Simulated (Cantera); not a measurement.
**Transport properties of process gases**

Gas mixture: 90.3 % C2H4, 9.72 % CH3OH, at 0.000681 atm, frozen composition.

Cantera's kinetic-theory transport with the Lennard-Jones parameters of GRI-Mech 3.0, ideal gas; thermal conductivity in the multicomponent form. Polar gases are described roughly by these parameters. The composition is frozen, though it would react at the higher temperatures.

| T (K) | ρ (kg/m³) | cp (J/kg/K) | μ (µPa s) | λ (mW/m/K) | Pr | D (cm²/s) H | D (cm²/s) NO | D (cm²/s) O |
|---|---|---|---|---|---|---|---|---|
| 400 | 0.000590 | 1847 | 13.3 | 32.9 | 0.747 | 2270 | 393 | 617 |
| 550 | 0.000429 | 2337 | 17.8 | 55.5 | 0.748 | 4050 | 693 | 1080 |
| 700 | 0.000337 | 2733 | 21.8 | 79.5 | 0.749 | 6200 | 1050 | 1640 |
| 850 | 0.000278 | 3024 | 25.4 | 103 | 0.749 | 8690 | 1470 | 2290 |
| 1000 | 0.000236 | 3293 | 28.8 | 127 | 0.748 | 11500 | 1940 | 3010 |
| 1150 | 0.000205 | 3499 | 31.9 | 149 | 0.748 | 14600 | 2460 | 3810 |
| 1300 | 0.000182 | 3670 | 34.8 | 171 | 0.747 | 18000 | 3020 | 4680 |
| 1450 | 0.000163 | 3812 | 37.6 | 192 | 0.746 | 21600 | 3620 | 5620 |
D: mixture-averaged diffusion coefficient of that species in the mixture.
